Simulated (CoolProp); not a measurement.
Vapour-liquid equilibrium of R143a (1) + isobutane (2) at -53.25 °C; x and y are mole fractions of (1).

Model: multi-fluid Helmholtz-energy mixture model, Lemmon and Jacobsen 2000 and Bücker 2006; pair parameters Bell 2016, in CoolProp.

Problem. Give the bubble pressure and the first vapour's composition at x = 0.35, 0.65, 0.8. Is there an azeotrope?

Solution. x = 0.35: 0.06559 MPa, y = 0.823; x = 0.65: 0.07068 MPa, y = 0.852; x = 0.8: 0.07322 MPa, y = 0.882. No azeotrope shows between x = 0.05 and 0.95.

The pair parameters rest on a limited set of measurements; away from them the model extrapolates. With so large a gap from Raoult's law the liquid may split in two, which this calculation doesn't test in full.
